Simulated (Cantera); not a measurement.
Input (Python, Cantera):

```python
import numpy as np
import cantera as ct

gas = ct.Solution("gri30.yaml")
gas.TPX = 1150, 120000, {'N2O': 1, 'H2': 0.046, 'N2': 0.82, 'H2O': 0.092}
reactor = ct.IdealGasConstPressureReactor(gas, energy="off", clone=False)
net = ct.ReactorNet([reactor])
net.rtol, net.atol = 1e-08, 1e-18
show = ['N2O', 'H2', 'H2O', 'NO', 'O']
times = np.geomspace(0.001, 70, 14)

steps = ct.SolutionArray(gas, extra=["t"])
rows = []
print(f"{'t/s':>10s}{'T/K':>9s}{'P/Pa':>11s}" + "".join(f"{s:>11s}" for s in show))
for t in times:
    while net.time < t:
        t_next = net.step()
        steps.append(gas.state, t=t_next)
    rows.append([np.interp(t, steps.t, y) for y in (steps.T, steps.P, *steps(*show).X.T)])
    print(f"{t:10.3e}{rows[-1][0]:9.1f}{rows[-1][1]:11.4g}" + "".join(f"{x:11.3e}" for x in rows[-1][2:]))
rate = np.gradient(steps.T, steps.t)
print("integrator steps:", len(steps.t))
if steps.T.max() > steps.T[0] + 200:
    print(f"time of steepest temperature rise: {steps.t[rate.argmax()]:.4e} s")
gas.TPX = 1150, 120000, {'N2O': 1, 'H2': 0.046, 'N2': 0.82, 'H2O': 0.092}
gas.equilibrate("TP")
print(f"equilibrium (TP): T = {gas.T:.1f} K  " + "  ".join(f"{s} {gas[s].X[0]:.3e}" for s in show))
```

It prints:

```
       t/s      T/K       P/Pa        N2O         H2        H2O         NO          O
 1.000e-03   1150.0    1.2e+05  5.052e-01  1.811e-02  5.232e-02  8.666e-05  5.027e-07
 2.359e-03   1150.0    1.2e+05  4.969e-01  1.015e-02  6.026e-02  1.789e-04  6.278e-07
 5.564e-03   1150.0    1.2e+05  4.885e-01  2.345e-03  6.806e-02  2.772e-04  8.240e-07
 1.313e-02   1150.0    1.2e+05  4.847e-01  1.419e-04  7.023e-02  3.584e-04  8.804e-07
 3.096e-02   1150.0    1.2e+05  4.809e-01  7.666e-07  7.028e-02  4.796e-04  8.354e-07
 7.303e-02   1150.0    1.2e+05  4.725e-01  9.210e-08  7.006e-02  8.591e-04  7.947e-07
 1.723e-01   1150.0    1.2e+05  4.536e-01  5.033e-08  6.953e-02  1.786e-03  7.511e-07
 4.063e-01   1150.0    1.2e+05  4.133e-01  3.852e-08  6.839e-02  3.770e-03  6.923e-07
 9.585e-01   1150.0    1.2e+05  3.368e-01  2.954e-08  6.622e-02  7.380e-03  6.026e-07
 2.261e+00   1150.0    1.2e+05  2.199e-01  2.099e-08  6.291e-02  1.230e-02  4.609e-07
 5.333e+00   1150.0    1.2e+05  9.637e-02  1.215e-08  5.941e-02  1.629e-02  2.658e-07
 1.258e+01   1150.0    1.2e+05  2.104e-02  4.134e-09  5.728e-02  1.750e-02  8.053e-08
 2.968e+01   1150.0    1.2e+05  1.084e-03  7.417e-10  5.671e-02  1.748e-02  7.785e-09
 7.000e+01   1150.0    1.2e+05  1.503e-06  5.181e-10  5.668e-02  1.745e-02  3.307e-09
integrator steps: 2526
equilibrium (TP): T = 1150.0 K  N2O 9.589e-09  H2 5.056e-10  H2O 5.667e-02  NO 1.242e-04  O 3.380e-09
```

Cantera simulation using GRI-Mech 3.0 (53 species, 325 reactions); the numbers are that mechanism's predictions, not measurements. GRI-Mech 3.0 was tuned for natural gas; its chemistry of N2O as a main component is partial and can be far from experiment. The mechanism lacks the step 2 NO + O2 → 2 NO2, which can matter for NO2 below about 1400 K. The temperature is held fixed by assumption; the heat of reaction is taken as removed at once.
